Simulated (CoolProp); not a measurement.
Vapour-liquid equilibrium of hydrogen chloride (1) + propane (2) at -88.05 °C; x and y are mole fractions of (1).

The numbers come from the multi-fluid Helmholtz-energy mixture model, Thol 2018 and Lemmon 2009; pair parameters Bell 2016 in CoolProp.

### Question
Give the bubble pressure and the first vapour's composition at x = 0.05, 0.275, 0.65. Is there an azeotrope?

### Answer
x = 0.05: 0.02343 MPa, y = 0.694; x = 0.275: 0.06488 MPa, y = 0.906; x = 0.65: 0.07667 MPa, y = 0.929. No azeotrope shows between x = 0.05 and 0.95.

The pair parameters rest on a limited set of measurements; away from them the model extrapolates. With so large a gap from Raoult's law the liquid may split in two, which this calculation doesn't test in full.
